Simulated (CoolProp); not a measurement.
A simple Rankine cycle with benzene: condensing at 310.15 K, boiler at 3.76 MPa, turbine inlet 580.8 K, turbine efficiency 0.65, pump efficiency 0.6, no recuperator. Each further row changes one setting.

Computed with CoolProp (reference Helmholtz-energy equation of state, Thol 2012).

| case | thermal efficiency (%) | net work (kJ/kg) | heat in (kJ/kg) | turbine exit temperature (K) | volume ratio over the turbine |
|---|---|---|---|---|---|
| as stated | 19.5 | 153 | 785 | 458.7 | 194 |
| turbine inlet 600.8 K | 19.5 | 163 | 833 | 481.7 | 185 |
| condensing temperature 302.15 K | 20.4 | 163 | 799 | 452.8 | 271 |
| boiler pressure 2.63 MPa | 18.7 | 152 | 811 | ___ | ___ |
| turbine efficiency 0.55 | 16.4 | ___ | 785 | 473.3 | 200 |

Complete the blanks.


- boiler pressure 2.63 MPa, turbine exit temperature (K): 475.0
- boiler pressure 2.63 MPa, volume ratio over the turbine: 122
- turbine efficiency 0.55, net work (kJ/kg): 128
